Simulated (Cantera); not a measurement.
## Equilibrium for silicon oxide and oxynitride deposition: SiCl₄ + O₂ + H₂

Feed: 1 mol SiCl₄, 0.28 mol O₂, 16 mol H₂, equilibrated at 1350 K and 49.0 Pa.

Cantera equilibrium calculation (NASA polynomials, part measured and part estimated; ideal gas, pure solids and liquids). Candidate condensed phases: H₂O, Si, SiO₂; 30 gas species. The tables' values for SiCl₃ are old estimates; treat these amounts as uncertain. The tables hold silica as quartz up to 1696 K and as liquid above; real silica turns to tridymite and cristobalite and melts near 1996 K. Equilibrium is a limit: real reactors are often held back by kinetics, nucleation or transport.

```json
{
  "x(H₂)": "0.785",
  "x(HCl)": "0.163",
  "x(SiO)": "0.0258",
  "x(SiCl₂)": "0.0252",
  "x(SiCl₃)": "0.000752",
  "x(SiCl₄)": "0.000112",
  "x(H)": "9.54e-5",
  "x(SiHCl₃)": "3.08e-5",
  "x(Cl)": "1.65e-5",
  "n(SiO₂(β-quartz))": "0.0415 mol",
  "gas_amount": "18.47 mol",
  "log10 activity of Si(s) (absent)": "-0.58"
}
```
